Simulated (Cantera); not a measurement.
Input: 1 mol toluene, 1.9 mol CO2, 65 mol H2, held at 2477 °C and 330000 Pa.

Equilibrium computed with Cantera from the NASA thermochemical tables; the gas is ideal and each condensed phase is pure. Equilibrium is a limit: real reactors are often held back by kinetics, nucleation or transport.

```json
[
 {"species": "H2", "before": "0.887", "after": "0.905"},
 {"species": "CO", "before": "0.0513", "after": "0.0520"},
 {"species": "H", "before": "0.0355", "after": "0.0358"},
 {"species": "C2H2 (acetylene)", "before": "0.0250", "after": "0.00729"},
 {"species": "C4H2", "before": "0.000292", "after": "2.44e-5"},
 {"species": "C3H3 (propargyl)", "before": "1.31e-5", "after": "2.07e-6"},
 {"species": "C2H", "before": "0.000116", "after": "3.34e-5"},
 {"species": "C2H2 (vinylidene)", "before": "4.18e-5", "after": "1.22e-5"},
 {"species": "C2H3 (vinyl)", "before": "1.03e-5", "after": "3.04e-6"},
 {"species": "C2H4", "before": "2.38e-5", "after": "7.08e-6"},
 {"species": "C(graphite), mol", "before": "1.24", "after": "0"}
]
```
Gas species are given as mole fractions.

Problem. Which change was made?
A. temperature from 2477 °C to 702 °C
B. toluene replaced by C3H6
C. temperature from 2477 °C to 1475 °C
D. CO2 from 1.9 to 0.035 mol

Solution. B, toluene replaced by C3H6
